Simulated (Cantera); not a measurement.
Input: 1 mol SiHCl3, 1.9 mol NH3, held at 1350 °C and 4.50 mbar.

Cantera equilibrium calculation (NASA polynomials, part measured and part estimated; ideal gas, pure solids and liquids). Candidate condensed phases: NH4Cl, Si, Si3N4; 28 gas species. The tables' values for SiCl3, SiCl are old estimates; treat these amounts as uncertain. The numbers say what is thermodynamically allowed, not how fast it happens.

Base state: H2 0.490, HCl 0.179, SiCl2 0.165, N2 0.161, SiCl3 0.00339, H 0.000723, Cl 0.000208, SiCl4 0.000163 (mole fractions); condensed: Si3N4(s).

Q: What changes in the equilibrium state with this change: temperature from 1350 °C to 1752 °C?

A: 
| species | before | after |
|---|---|---|
| H2 | 0.490 | 0.458 |
| HCl | 0.179 | 0.190 |
| N2 | 0.161 | 0.159 |
| H | 0.000723 | 0.0194 |
| SiCl2 | 0.165 | 0.151 |
| Si | 2.51e-5 | 0.0107 |
| Si3 | 8.50e-9 | 1.69e-5 |
| Si2 | 5.19e-8 | 9.67e-5 |
| SiN | 5.35e-7 | 7.01e-5 |
| Si3N4(s), mol | 0.00929 | 0 |
The tables' values for SiCl, SiCl3, SiN are old estimates; treat these amounts as uncertain. Gases not in the tables: Si2H6 and higher silanes.

Q: What changes in the equilibrium state with this change: temperature from 1350 °C to 1500 °C?

A: 
```
species          before     after
-------------  --------  --------
H2                0.490     0.489
HCl               0.179     0.171
SiCl2             0.165     0.169
H              0.000723   0.00297
N2                0.161     0.163
Si              2.51e-5  0.000417
SiH             2.36e-6   2.41e-5
SiCl4          0.000163   2.51e-5
SiCl           0.000119  0.000697
Si3N4(s), mol   0.00929         0
```
Gases not in the tables: Si2H6 and higher silanes.
